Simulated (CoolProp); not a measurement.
CH3F (R41) at 298.15 K and 1.6 MPa is throttled through a valve to 0.735 MPa with no heat exchange. Each further row changes one setting.

Model: reference Helmholtz-energy equation of state, Lemmon 2006, in CoolProp. It is a short technical equation, of lower accuracy than the large ones.

| case | temperature change (K) | final density (kg/m³) |
|---|---|---|
| as stated | -16.3 | 11.6 |
| outlet pressure 0.221 MPa | … | … |
| outlet pressure 0.956 MPa | -11.8 | … |

Q: Fill in the missing entries.

A: 
- outlet pressure 0.221 MPa, temperature change (K): -27.7
- outlet pressure 0.221 MPa, final density (kg/m³): 3.43
- outlet pressure 0.956 MPa, final density (kg/m³): 15.1
